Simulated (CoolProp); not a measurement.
Vapour-liquid equilibrium of sulfur hexafluoride (1) + n-pentane (2) at 21.05 °C; x and y are mole fractions of (1).

Model: multi-fluid Helmholtz-energy mixture model, Guder 2009 and Thol 2019; pair parameters Bell 2016, in CoolProp.

**Question.** Give the bubble pressure and the first vapour's composition at x = 0.05, 0.2, 0.725. Is there an azeotrope?

**Answer.** x = 0.05: 410.4 kPa, y = 0.848; x = 0.2: 1203 kPa, y = 0.940; x = 0.725: 1740 kPa, y = 0.957. No azeotrope shows between x = 0.05 and 0.95.

Pair parameters are fitted to limited data, so mixtures are less certain than the pure fluids. The gap from Raoult's law changes sign with composition, which may be real or a fault of the pair parameters; it wasn't checked against measurements. With so large a gap from Raoult's law the liquid may split in two, which this calculation doesn't test in full.
